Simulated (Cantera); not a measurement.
Charge: 1 mol acetone, 0.76 mol H₂, equilibrated at 0.360 bar.

These are equilibrium values from Cantera (NASA tables, ideal gas, pure condensed phases), not measurements of a reactor. Candidate condensed phases: C, C₆H₆, C₇H₈, C₈H₁₈, H₂O; 110 gas species. The feed counts by its element totals alone. Equilibrium is a limit: real reactors are often held back by kinetics, nucleation or transport.

**Question.** At 923 K, list the 4 most abundant gas species with their mole fractions, and the condensed phases.

**Answer.** H₂ 0.740, CO 0.137, H₂O 0.0563, CH₄ 0.0458. Condensed: C(graphite).
